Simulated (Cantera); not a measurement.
Charge: 1 mol Cr, 0.33 mol O₂, 180 mol H₂, equilibrated at 9.80e-5 bar.

Cantera equilibrium calculation (NASA polynomials, part measured and part estimated; ideal gas, pure solids and liquids). Candidate condensed phases: Cr, Cr₂O₃, H₂O; 13 gas species. Kinetics and transport are ignored. All values below are at 2223 K.

Base state: H₂ 0.524, H 0.469, Cr 0.00421, H₂O 0.00229, OH 0.000296, O 0.000184, CrO 1.56e-5 (mole fractions); condensed: gas only.

**Question.** What changes in the equilibrium state with this change: O₂ from 0.33 to 0.18 mol?

**Answer.** 
```
species    before     after
-------  --------  --------
H₂          0.524     0.525
H           0.469     0.469
Cr        0.00421   0.00422
H₂O       0.00229   0.00125
O        0.000184   1.00e-4
OH       0.000296  0.000161
```
